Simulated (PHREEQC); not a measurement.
Solution (30 °C): 8.6 mmol/kgw ZnSO4, 1.1 mmol/kgw H3BO3 and 0.045 mmol/kgw FeSO4. It is in equilibrium with CO2 at log p = 0 (atm). Otherwise closed; pH follows from the charge balance.

The numbers come from PHREEQC with the ion-association model, phreeqc.dat.

No solid was allowed to form.

Task: Estimate the pH, ionic strength.

Result: pH 3.92; ionic strength 0.0238 mol/kgw.

Task: In which forms is S present?

Result: SO4-2 67 %, ZnSO4 30 %, Zn(SO4)2-2 2.7 %, HSO4- 0.6 % of the S.

Species that the database lacks are ignored.
